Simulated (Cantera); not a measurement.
A Cantera script and what it prints.

```python
import numpy as np
import cantera as ct

gas_names = """
    Cu CuF CuF2 Cu2 F F2
""".split()
cond_names = """
    Cu(cr) Cu(L) CuF2(s) CuF2(L)
""".split()


# ... load() reads the species with a 1 bar reference pressure and builds the phases ...
atoms = {
    'Cu': {'Cu': 1},
    'F2': {'F': 2},
}
top_T = {}  # K; cautious upper limits of use, not melting points


# ... equilibrate(T, P, feed) seeds the gas with the atoms and calls Mixture.equilibrate('TP', solver="vcs", rtol=1e-11, max_steps=5000) ...
results = []
feed = {'Cu': 1, 'F2': 1.2}  # mol
T = 650  # K
P = 630  # Pa
mix = equilibrate(T, P, feed)
results.append((T, P, feed, dict(zip(mix.species_names, mix.species_moles))))
x = sorted(zip(gas.X, gas.species_names), reverse=True)
print(f"T = {T:g} K  P = {P:g} Pa  gas = {mix.phase_moles(0):.4g} mol")
print("   x: " + "  ".join(f"{s} {v:.3e}" for v, s in x if v > 0.001))
print("   condensed (mol): " + ("  ".join(f"{mix.phase(i).name} {mix.phase_moles(i):.4g}"
      for i in range(1, mix.n_phases) if mix.phase_moles(i) > 1e-12) or "none"))
```

Output:

```
T = 650 K  P = 630 Pa  gas = 0.2006 mol
   x: F2 9.938e-01  F 6.172e-03
   condensed (mol): CuF2(s) 1
```

Cantera equilibrium calculation (NASA polynomials, part measured and part estimated; ideal gas, pure solids and liquids).
